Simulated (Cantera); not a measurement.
Feed: 1 mol Si2H6, 0.0069 mol Cl2, 26 mol H2, equilibrated at 0.00130 bar.

Method: chemical equilibrium by Gibbs-energy minimisation in Cantera with the NASA 1993 tables (ideal gas, pure condensed phases). Candidate condensed phases: Si; 19 gas species. The feed counts by its element totals alone. The numbers say what is thermodynamically allowed, not how fast it happens. All values below are at 1027 °C.

Base state: H2 0.999, HCl 0.000475, H 3.07e-5 (mole fractions); condensed: Si(s).

Question: What changes in the equilibrium state with this change: Si2H6 replaced by SiH2Cl2?

Answer: 
| species | before | after |
|---|---|---|
| H2 | 0.999 | 0.937 |
| HCl | 0.000475 | 0.0544 |
| SiCl2 | 6.01e-7 | 0.00841 |
| SiCl3 | <1e-9 | 0.000189 |
| SiCl4 | <1e-9 | 2.52e-5 |
| Si(s), mol | 2.00 | 0.758 |
The tables' values for SiCl3 are old estimates; treat these amounts as uncertain.

Question: What changes in the equilibrium state with this change: Cl2 from 0.0069 to 0.016 mol?

Answer: 
```json
[
 {"species": "H2", "before": "0.999", "after": "0.999"},
 {"species": "HCl", "before": "0.000475", "after": "0.00110"},
 {"species": "H", "before": "3.07e-5", "after": "3.07e-5"},
 {"species": "Si(s), mol", "before": "2.00", "after": "2.00"}
]
```
